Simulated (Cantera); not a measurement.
Input (Python, Cantera) and output of one run.

```python
import numpy as np
import cantera as ct

gas_names = """
    H HO2 H2 H2O H2O2 O OH O2 O3 Ti TiO TiO2
""".split()
cond_names = """
    H2O(s) H2O(L) Ti(a) Ti(b) Ti(L) TiO(a) TiO(b) TiO(L) TiO2(ru) TiO2(L) Ti2O3(a) Ti2O3(b) Ti2O3(L)
    Ti3O5(a) Ti3O5(b) Ti3O5(L) Ti4O7(s) Ti4O7(L)
""".split()


def load(file, names, dense=False):
    # The tables refer to 1 bar. Condensed volumes are neglected.
    table = {s.name: s for s in ct.Species.list_from_file(file)}
    out = []
    for n in names:
        d = dict(table[n].input_data)
        d["thermo"] = dict(d["thermo"], **{"reference-pressure": 1e5})
        if dense:
            d["equation-of-state"] = {"model": "constant-volume", "density": "1e6 g/cm^3"}
        out.append(ct.Species.from_dict(d))
    return out


gas = ct.Solution(thermo="ideal-gas", species=load("nasa_gas.yaml", gas_names))
cond = {s.name: ct.Solution(thermo="fixed-stoichiometry", species=[s], name=s.name)
        for s in load("nasa_condensed.yaml", cond_names, dense=True)}
atoms = {
    'Ti': {'Ti': 1},
    'O2': {'O': 2},
    'H2': {'H': 2},
}
top_T = {}  # K; cautious upper limits of use, not melting points


def equilibrate(T, P, feed):
    n = {}
    for name, mol in feed.items():
        for a, k in atoms[name].items():
            n[a] = n.get(a, 0.0) + k * mol
    gas.TPX = T, P, n
    mass = sum(n.values()) * gas.mean_molecular_weight
    gas.equilibrate("TP")
    valid = [c for c in cond.values() if c.min_temp <= T <= top_T.get(c.name, c.max_temp)]
    mix = ct.Mixture([(gas, mass / gas.mean_molecular_weight)] + [(c, 0.0) for c in valid])
    mix.T, mix.P = T, P
    mix.equilibrate("TP", solver="vcs", rtol=1e-11, max_steps=5000)
    return mix


results = []
feed = {'Ti': 1, 'O2': 0.0013, 'H2': 86}  # mol
P = 51  # Pa
for T in [1025, 1125, 1225, 1325, 1425, 1525, 1625, 1725, 1825, 1925]:
    mix = equilibrate(T, P, feed)
    results.append((T, P, feed, dict(zip(mix.species_names, mix.species_moles))))

top = {s: max(r[3][s] / sum(r[3][g] for g in gas_names) for r in results) for s in gas_names}
cols = sorted((s for s in top if top[s] > 1e-05), key=lambda s: -top[s])[:9]
seen = [c for c in cond_names if any(r[3].get(c, 0) > 1e-12 for r in results)]
print("log10 of partial pressures in bar; condensed amounts in mol")
print(f"{'T/K':>10s}" + "".join(f"{s[:9]:>10s}" for s in cols + seen))
for T, P, feed, n in results:
    ng = sum(n[g] for g in gas_names)
    print(f"{T:10.4g}" + "".join(f"{np.log10(max(n[s] / ng * P / 1e5, 1e-99)):10.3f}" for s in cols)
          + "".join(f"{n.get(c, 0):10.4g}" for c in seen))
```

It prints:

```
log10 of partial pressures in bar; condensed amounts in mol
       T/K        H2         H        Ti       TiO     Ti(a)     Ti(b)    TiO(a)    TiO(b)
      1025    -3.292   -10.007   -16.448   -20.387    0.9974         0    0.0026         0
      1125    -3.292    -8.999   -14.329   -17.739    0.9974         0    0.0026         0
      1225    -3.292    -8.153   -12.571   -15.531         0    0.9974    0.0026         0
      1325    -3.292    -7.433   -11.086   -13.673         0    0.9974         0    0.0026
      1425    -3.293    -6.812    -9.811   -12.088         0    0.9974         0    0.0026
      1525    -3.293    -6.272    -8.706   -10.718         0    0.9971         0  0.002596
      1625    -3.294    -5.798    -7.739    -9.523         0    0.9943         0  0.002547
      1725    -3.296    -5.379    -6.886    -8.472         0    0.9754         0   0.00202
      1825    -3.302    -5.007    -6.129    -7.819         0    0.8708         0         0
      1925    -3.314    -4.676    -5.453    -7.825         0    0.3864         0         0
```

Method: chemical equilibrium by Gibbs-energy minimisation in Cantera with the NASA 1993 tables (ideal gas, pure condensed phases). Mutual solubility and eutectic melting of coexisting phases are not modelled. TiO: taken at fixed stoichiometry. Condensed phases not in the tables: N, O or C dissolved in the metal.
